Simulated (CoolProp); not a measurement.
Tetrahydrofuran at several states: fugacity coefficient from the reference equation and from simpler models built on Tc = 267.0 °C, pc = 5304 kPa, ω = 0.234; each cubic takes its own stable root.

Values from CoolProp's reference Helmholtz-energy equation of state, Fiedler 2023.

```json
[
 {"T (°C)": "11.85", "p (kPa)": "201", "phase": "liquid", "reference": "0.05860", "van der Waals": "[?]", "Redlich-Kwong": "[?]", "Soave-Redlich-Kwong": "0.05636", "Peng-Robinson": "0.05952"},
 {"T (°C)": "-54.55", "p (kPa)": "1900", "phase": "liquid", "reference": "7.837e-5", "van der Waals": "0.01782", "Redlich-Kwong": "0.0002125", "Soave-Redlich-Kwong": "7.630e-5", "Peng-Robinson": "[?]"},
 {"T (°C)": "139.05", "p (kPa)": "69.2", "phase": "gas", "reference": "0.9897", "van der Waals": "0.9927", "Redlich-Kwong": "0.9905", "Soave-Redlich-Kwong": "0.9898", "Peng-Robinson": "0.9891"},
 {"T (°C)": "-38.55", "p (kPa)": "21500", "phase": "liquid", "reference": "5.639e-5", "van der Waals": "[?]", "Redlich-Kwong": "[?]", "Soave-Redlich-Kwong": "5.819e-5", "Peng-Robinson": "6.044e-5"},
 {"T (°C)": "-40.05", "p (kPa)": "695", "phase": "liquid", "reference": "0.0006946", "van der Waals": "0.07445", "Redlich-Kwong": "0.001785", "Soave-Redlich-Kwong": "0.0006671", "Peng-Robinson": "0.0007644"},
 {"T (°C)": "191.05", "p (kPa)": "174", "phase": "gas", "reference": "0.9820", "van der Waals": "0.9860", "Redlich-Kwong": "0.9829", "Soave-Redlich-Kwong": "0.9820", "Peng-Robinson": "0.9805"}
]
```

Question: What belongs in the gaps?

Answer: 
- 11.85, van der Waals: 0.9515
- 11.85, Redlich-Kwong: 0.1215
- -54.55, Peng-Robinson: 9.007e-5
- -38.55, van der Waals: 0.009325
- -38.55, Redlich-Kwong: 0.0001564

At some of these states van der Waals gives the other phase, because its saturation line lies elsewhere.
